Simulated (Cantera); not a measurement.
Feed: 1 mol Si, 0.074 mol H2O, 47 mol N2, equilibrated at 1402 °C and 0.0100 bar.

Cantera equilibrium calculation (NASA polynomials, part measured and part estimated; ideal gas, pure solids and liquids). Candidate condensed phases: H2O, Si, SiO2, Si2N2O, Si3N4; 35 gas species. Rates play no part.

Base state: N2 0.997, SiO 0.00159, H2 0.00157, H 4.60e-5 (mole fractions); condensed: Si3N4(s).

What changes in the equilibrium state with this change: temperature from 1402 °C to 600 °C?


| species | before | after |
|---|---|---|
| N2 | 0.997 | 0.998 |
| H2 | 0.00157 | 0.00159 |
| SiO | 0.00159 | <1e-9 |
| H | 4.60e-5 | <1e-9 |
| Si3N4(s), mol | 0.308 | 0.284 |
| Si2N2O(s), mol | 0 | 0.0740 |
N2 is the only nitrogen source here; it is nearly inert below about 1500 K, so the nitride shown seldom forms there in practice.

What changes in the equilibrium state with this change: temperature from 1402 °C to 1325 °C?


```json
[
 {"species": "N2", "before": "0.997", "after": "0.998"},
 {"species": "H2", "before": "0.00157", "after": "0.00158"},
 {"species": "SiO", "before": "0.00159", "after": "0.000248"},
 {"species": "H", "before": "4.60e-5", "after": "2.12e-5"},
 {"species": "Si3N4(s), mol", "before": "0.308", "after": "0.288"},
 {"species": "Si2N2O(s), mol", "before": "0", "after": "0.0625"}
]
```
Mutual solubility and eutectic melting of coexisting phases are not modelled.
